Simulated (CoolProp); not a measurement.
Properties of normal hydrogen at several states (Tc = -240.0 °C, pc = 1.296 MPa, ω = -0.219).

Values from CoolProp's reference Helmholtz-energy equation of state, Leachman 2009.

```csv
T (°C),p (MPa),phase,isothermal compressibility (1/MPa),fugacity coefficient
662.15,0.0762,gas,13.12,1.000
12.75,0.348,gas,2.868,1.002
170.55,0.788,gas,1.265,1.003
```
